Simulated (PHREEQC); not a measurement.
A solution holds 0.0068 mol Na2SO4 per kg of water, at 30 °C. Closed to the air; pH follows from the charge balance.

Computed with PHREEQC (ion-association model, wateq4f.dat).

Each row changes one thing in this solution. This is a speciation only: nothing precipitates in the calculation.

```json
[
 {"case": "as made", "pH": "6.99", "ionic strength (mol/kgw)": "0.0199", "SO4-2 (mol/kgw)": "0.00654"},
 {"case": "Na2SO4 from 0.0068 to 0.00612 mol/kgw", "pH": "6.99", "ionic strength (mol/kgw)": "0.0179", "SO4-2 (mol/kgw)": "0.00590"},
 {"case": "Na2SO4 replaced by CuSO4 at the same molality", "pH": "4.91", "ionic strength (mol/kgw)": "0.0200", "SO4-2 (mol/kgw)": "0.00500"},
 {"case": "temperature from 30 to 40 °C", "pH": "6.86", "ionic strength (mol/kgw)": "0.0198", "SO4-2 (mol/kgw)": "0.00653"},
 {"case": "0.002 mol/kgw NaOH added", "pH": "11.08", "ionic strength (mol/kgw)": "(withheld)", "SO4-2 (mol/kgw)": "0.00651"},
 {"case": "diluted 5-fold with water", "pH": "6.94", "ionic strength (mol/kgw)": "(withheld)", "SO4-2 (mol/kgw)": "0.00135"},
 {"case": "Na2SO4 from 0.0068 to 0.034 mol/kgw", "pH": "7.08", "ionic strength (mol/kgw)": "0.0945", "SO4-2 (mol/kgw)": "0.0302"}
]
```

**Question.** Fill in the missing entries.

**Answer.** 
- 0.002 mol/kgw NaOH added, ionic strength (mol/kgw): 0.0218
- diluted 5-fold with water, ionic strength (mol/kgw): 0.00405

Species that the database lacks are ignored. Some of these states are supersaturated (in Antlerite, Brochantite, for instance). Constants without temperature data keep their 25 °C values here.
